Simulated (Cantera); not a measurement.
Feed: 1 mol FeS₂, 670 mol H₂, 0.45 mol N₂, held at 1800 K.

These are equilibrium values from Cantera (NASA tables, ideal gas, pure condensed phases), not measurements of a reactor. Candidate condensed phases: Fe, FeS, FeS₂, S; 16 gas species. Kinetics and transport are ignored.

log p: log10 of the partial pressure in bar; n: condensed amount in mol.

| P (Pa) | log p H₂ | log p H | log p H₂S | log p Fe | log p S | log p SH | log p N₂ | n Fe(δ) |
|---|---|---|---|---|---|---|---|---|
| 10 | -4.02 | -5.45 | -7.73 | -6.84 | -6.88 | -7.12 | ___ | 0 |
| 36 | -3.45 | -5.17 | -6.83 | -6.28 | -6.54 | -6.50 | ___ | 0 |
| 130 | -2.89 | -4.89 | -5.99 | -5.72 | -6.26 | -5.94 | ___ | 0 |
| 460 | -2.34 | -4.62 | -5.22 | -5.17 | -6.04 | -5.44 | ___ | 0 |
| 1700 | -1.77 | -4.33 | -4.49 | -4.60 | -5.88 | -4.99 | ___ | 0 |
| 6000 | -1.22 | -4.06 | -3.84 | -4.53 | -5.78 | -4.63 | ___ | 0.670 |
| 22000 | -0.66 | -3.78 | -3.23 | -4.53 | -5.73 | -4.29 | ___ | 0.910 |
| 77000 | -0.12 | -3.50 | -2.66 | -4.53 | -5.71 | -4.00 | ___ | 0.974 |
| 280000 | 0.45 | -3.22 | -2.09 | -4.53 | -5.70 | -3.71 | ___ | 0.993 |
| 1000000 | 1.00 | -2.95 | -1.53 | -4.53 | -5.69 | -3.42 | ___ | 0.998 |

Complete the blanks.


- 10, log p N₂: -7.18
- 36, log p N₂: -6.62
- 130, log p N₂: -6.06
- 460, log p N₂: -5.51
- 1700, log p N₂: -4.94
- 6000, log p N₂: -4.40
- 22000, log p N₂: -3.83
- 77000, log p N₂: -3.29
- 280000, log p N₂: -2.73
- 1000000, log p N₂: -2.18
